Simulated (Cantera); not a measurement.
An isothermal, constant-pressure homogeneous reactor starts with 2.25 % H2, 97.8 % O2, at 1425 K and 20.0 Torr.

Model: GRI-Mech 3.0 (53 species, 325 reactions), integrated in Cantera. Radical loss at walls, strong at low pressure, is not modelled.

x: mole fraction; the columns are a selection and need not sum to one.

```tsv
t (s)	x H2	x O2	x H	x H2O2	x H2O	x OH	x O
0.000600	0.0220	0.977	5.25e-5	___	0.000331	0.000235	0.000279
0.00149	0.000327	0.957	0.00139	___	0.0198	0.00338	0.0180
0.00369	0.000180	0.958	0.00119	4.05e-8	0.0202	0.00296	0.0177
0.00915	0.000163	0.960	0.00102	3.94e-8	0.0204	0.00282	0.0160
0.0227	0.000130	0.963	0.000717	3.68e-8	0.0208	0.00253	0.0126
0.0563	8.07e-5	0.969	0.000340	___	0.0214	0.00199	0.00763
0.140	3.37e-5	0.973	8.97e-5	___	0.0220	0.00129	0.00312
0.346	9.57e-6	0.976	1.34e-5	___	0.0224	0.000689	0.000874
0.859	2.23e-6	0.977	1.50e-6	___	0.0226	0.000333	0.000202
2.13	5.31e-7	0.977	1.74e-7	___	0.0227	0.000163	4.81e-5
5.29	1.62e-7	0.977	2.92e-8	6.80e-10	0.0227	8.99e-5	1.46e-5
13.1	9.63e-8	0.977	1.35e-8	4.91e-10	0.0227	6.95e-5	8.74e-6
32.5	9.32e-8	0.977	1.28e-8	4.82e-10	0.0227	6.84e-5	8.46e-6
80.6	9.32e-8	0.977	1.28e-8	4.82e-10	0.0227	6.84e-5	8.46e-6
200	9.32e-8	0.977	1.28e-8	4.82e-10	0.0227	6.84e-5	8.46e-6
```

Task: Fill in the missing entries.

Result: 
- 0.000600, x H2O2: 3.66e-9
- 0.00149, x H2O2: 4.88e-8
- 0.0563, x H2O2: 3.09e-8
- 0.140, x H2O2: 2.12e-8
- 0.346, x H2O2: 1.11e-8
- 0.859, x H2O2: 4.50e-9
- 2.13, x H2O2: 1.62e-9
